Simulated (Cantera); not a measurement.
An isothermal, constant-pressure homogeneous reactor starts with CO : O2 : H2O : N2 = 0.0021 : 0.0071 : 0.00054 : 1 (molar parts), equivalence ratio 0.15, at 1425 K and 10.0 bar.

Model: GRI-Mech 3.0 (53 species, 325 reactions), integrated in Cantera.

Task: Predict: x(CO) at 7.00 s; x(O2) at 7.00 s; x(H2O) at 7.00 s; x(NO) at 7.00 s; x(O) at 7.00 s; x(CO2) at 7.00 s.

Result: 
* **x(CO) at 7.00 s**: 1.28e-8 (gas-phase equilibrium 1.29e-8)
* **x(O2) at 7.00 s**: 0.00600 (gas-phase equilibrium 0.00592)
* **x(H2O) at 7.00 s**: 0.000535 (gas-phase equilibrium 0.000535)
* **x(NO) at 7.00 s**: 1.18e-6 (gas-phase equilibrium 0.000157)
* **x(O) at 7.00 s**: 3.42e-8 (gas-phase equilibrium 3.40e-8)
* **x(CO2) at 7.00 s**: 0.00208 (gas-phase equilibrium 0.00208)
